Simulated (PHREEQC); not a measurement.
0.2 g of hydrous ferric oxide (600 m²/g; 0.2 weak and 0.005 strong sites per Fe, Dzombak-Morel constants, diffuse double layer) in 1 kg of water with 0.3 mol/kgw of an inert sodium salt and 0.99 mmol/kgw Ag2SO4, at 25 °C; the pH is set by adding NaOH or the inert anion's acid. O2 is buffered at 0.21 atm. CO2 from the air is kept out. Nothing may precipitate in this run.

Computed with PHREEQC (ion-association model, wateq4f.dat).

Predict Ag sorbed (%) at pH = 5, 8.5, 10.


```csv
pH,Ag sorbed (%)
5,0.1
8.5,14.1
10,21.1
```

Along this series the solution becomes supersaturated in solids that the run did not let form, among them Ag2O. Complexes and solids missing from the database can't appear.
